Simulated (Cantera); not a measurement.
An isothermal plug-flow reactor at 650 K and 5.50 bar (inlet), inlet velocity 0.35 m/s, active area per volume 130 1/m; feed H2 : O2 : N2 = 0.0046 : 0.042 : 0.79 (molar parts), equivalence ratio 0.055.

Detailed kinetics in Cantera: Deutschmann's 1995 Pt surface mechanism with GRI-Mech 3.0 gas chemistry. Catalytic surfaces can have several steady states; this one follows from the mechanism file's or the stated starting coverage. Mass transfer to the wall is taken as infinitely fast.

x: gas mole fraction; θ: surface coverage.

```
z (m)        x H2    x O2       x H2O  θ free Pt   θ O*    θ OH*
-------  --------  ------  ----------  ---------  -----  -------
0.00014   0.00422  0.0496  (withheld)      0.146  0.841   0.0128
0.00025   0.00356  0.0493  (withheld)      0.124  0.863   0.0127
0.00044   0.00280  0.0489  (withheld)     0.0986  0.889   0.0121
0.00078   0.00202  0.0485  (withheld)     0.0718  0.917   0.0111
0.0014    0.00134  0.0482  (withheld)     0.0478  0.943  0.00962
0.0025   0.000835  0.0480     0.00468     0.0300  0.962  0.00795
0.0044   0.000505  0.0478     0.00501     0.0183  0.975  0.00637
0.0078   0.000294  0.0477     0.00522     0.0108  0.984  0.00498
0.014    0.000165  0.0477     0.00535    0.00636  0.990  0.00386
```

Complete the blanks.


- 0.00014, x H2O: 0.00128
- 0.00025, x H2O: 0.00194
- 0.00044, x H2O: 0.00270
- 0.00078, x H2O: 0.00348
- 0.0014, x H2O: 0.00417
